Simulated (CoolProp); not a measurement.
A single-stage vapour-compression cycle with C3F8 (R218): evaporating at 235.15 K (dew point), condensing at 296.15 K (bubble point), superheat 2 K, subcooling 0 K, compressor efficiency 0.9, no pressure losses. Each further row changes one setting.

Values from CoolProp's reference Helmholtz-energy equation of state, Lemmon 2006. It is a short technical equation, of lower accuracy than the large ones.

| case | cooling COP | pressure ratio | discharge temperature (K) | refrigerating effect (kJ/kg) | volumetric capacity (kJ/m³) |
|---|---|---|---|---|---|
| as stated | 1.84 | 8.57 | 296.1 | 42.6 | 410 |
| evaporating temperature 240.15 K | 2.19 | 6.85 | 296.1 | 45.7 | 543 |
| condensing temperature 291.15 K | 2.22 | 7.46 | 291.2 | 48.4 | 465 |
| subcooling 5 K | 2.09 | 8.57 | 296.1 | 48.4 | 465 |
| superheat 12 K | 2.00 | 8.57 | 296.1 | 49.9 | 456 |
| compressor efficiency 0.8 | 1.64 | 8.57 | 296.1 | 42.6 | 410 |

The compression ends wet for: as stated; evaporating temperature 240.15 K; condensing temperature 291.15 K; subcooling 5 K; superheat 12 K; compressor efficiency 0.8.
